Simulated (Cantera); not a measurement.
What does this Cantera script print?

```python
import numpy as np
import cantera as ct

gas = ct.Solution("gri30.yaml")
gas.TPX = 1775, 101325, {'CH4': 1, 'CO2': 15, 'H2': 0.33}
reactor = ct.IdealGasConstPressureReactor(gas, energy="off", clone=False)
net = ct.ReactorNet([reactor])
net.rtol, net.atol = 1e-08, 1e-18
show = ['CH4', 'CO2', 'H2', 'C2H4', 'C2H2', 'C2H6', 'H2O2']
times = np.geomspace(5e-06, 100, 9)

steps = ct.SolutionArray(gas, extra=["t"])
rows = []
print(f"{'t/s':>10s}{'T/K':>9s}{'P/Pa':>11s}" + "".join(f"{s:>11s}" for s in show))
for t in times:
    while net.time < t:
        t_next = net.step()
        steps.append(gas.state, t=t_next)
    rows.append([np.interp(t, steps.t, y) for y in (steps.T, steps.P, *steps(*show).X.T)])
    print(f"{t:10.3e}{rows[-1][0]:9.1f}{rows[-1][1]:11.4g}" + "".join(f"{x:11.3e}" for x in rows[-1][2:]))
rate = np.gradient(steps.T, steps.t)
print("integrator steps:", len(steps.t))
if steps.T.max() > steps.T[0] + 200:
    print(f"time of steepest temperature rise: {steps.t[rate.argmax()]:.4e} s")
gas.TPX = 1775, 101325, {'CH4': 1, 'CO2': 15, 'H2': 0.33}
gas.equilibrate("TP")
print(f"equilibrium (TP): T = {gas.T:.1f} K  " + "  ".join(f"{s} {gas[s].X[0]:.3e}" for s in show))
```

It prints:

```
       t/s      T/K       P/Pa        CH4        CO2         H2       C2H4       C2H2       C2H6       H2O2
 5.000e-06   1775.0  1.013e+05  6.121e-02  9.185e-01  2.022e-02  5.461e-09  4.615e-12  1.165e-08  1.188e-14
 4.089e-05   1775.0  1.013e+05  6.097e-02  9.184e-01  2.026e-02  3.840e-06  3.694e-08  4.947e-06  1.002e-13
 3.344e-04   1775.0  1.013e+05  5.788e-02  9.142e-01  2.044e-02  7.332e-04  1.419e-04  1.903e-04  1.214e-12
 2.734e-03   1775.0  1.013e+05  3.369e-02  8.563e-01  2.239e-02  1.530e-03  9.551e-03  1.029e-04  4.780e-12
 2.236e-02   1775.0  1.013e+05  2.642e-03  7.303e-01  6.615e-03  4.257e-05  1.744e-02  2.365e-06  1.922e-11
 1.829e-01   1775.0  1.013e+05  1.121e-04  6.510e-01  1.065e-02  2.835e-07  7.448e-04  4.091e-09  1.996e-11
 1.495e+00   1775.0  1.013e+05  6.551e-13  6.475e-01  1.088e-02  2.151e-20  7.052e-17  3.356e-25  4.273e-11
 1.223e+01   1775.0  1.013e+05  6.551e-13  6.475e-01  1.088e-02  2.159e-20  7.075e-17  3.358e-25  4.273e-11
 1.000e+02   1775.0  1.013e+05  6.551e-13  6.475e-01  1.088e-02  2.159e-20  7.075e-17  3.358e-25  4.273e-11
integrator steps: 1959
equilibrium (TP): T = 1775.0 K  CH4 6.804e-13  CO2 6.475e-01  H2 1.088e-02  C2H4 2.202e-20  C2H2 7.217e-17  C2H6 3.588e-25  H2O2 4.273e-11
```

Model: GRI-Mech 3.0 (53 species, 325 reactions), integrated in Cantera.
